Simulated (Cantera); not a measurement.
Standard-state values (1 bar) from the NASA 1993 polynomials, evaluated with Cantera. Values are per mole of reaction as written; species without (g) are pure solids or liquids, kept so even where they would boil at 1 bar.

2 HI(g) = 2 H(g) + I2(g)

```json
[
 {"T (K)": "2325", "ΔH° (kJ)": "(withheld)", "ΔS° (J/K)": "(withheld)", "ΔG° (kJ)": "(withheld)", "log10 K": "(withheld)"},
 {"T (K)": "2375", "ΔH° (kJ)": "(withheld)", "ΔS° (J/K)": "(withheld)", "ΔG° (kJ)": "(withheld)", "log10 K": "(withheld)"},
 {"T (K)": "2425", "ΔH° (kJ)": "472.0", "ΔS° (J/K)": "108.0", "ΔG° (kJ)": "210.0", "log10 K": "-4.52"},
 {"T (K)": "2475", "ΔH° (kJ)": "(withheld)", "ΔS° (J/K)": "(withheld)", "ΔG° (kJ)": "(withheld)", "log10 K": "(withheld)"},
 {"T (K)": "2525", "ΔH° (kJ)": "472.8", "ΔS° (J/K)": "108.4", "ΔG° (kJ)": "199.1", "log10 K": "-4.12"},
 {"T (K)": "2575", "ΔH° (kJ)": "(withheld)", "ΔS° (J/K)": "(withheld)", "ΔG° (kJ)": "(withheld)", "log10 K": "(withheld)"},
 {"T (K)": "2625", "ΔH° (kJ)": "473.5", "ΔS° (J/K)": "108.7", "ΔG° (kJ)": "188.3", "log10 K": "-3.75"},
 {"T (K)": "2675", "ΔH° (kJ)": "473.9", "ΔS° (J/K)": "108.8", "ΔG° (kJ)": "182.8", "log10 K": "-3.57"}
]
```

Q: Fill in the missing entries.

A: 
- 2325, ΔH° (kJ): 471.1
- 2325, ΔS° (J/K): 107.7
- 2325, ΔG° (kJ): 220.7
- 2325, log10 K: -4.96
- 2375, ΔH° (kJ): 471.6
- 2375, ΔS° (J/K): 107.9
- 2375, ΔG° (kJ): 215.3
- 2375, log10 K: -4.74
- 2475, ΔH° (kJ): 472.4
- 2475, ΔS° (J/K): 108.2
- 2475, ΔG° (kJ): 204.5
- 2475, log10 K: -4.32
- 2575, ΔH° (kJ): 473.1
- 2575, ΔS° (J/K): 108.5
- 2575, ΔG° (kJ): 193.7
- 2575, log10 K: -3.93
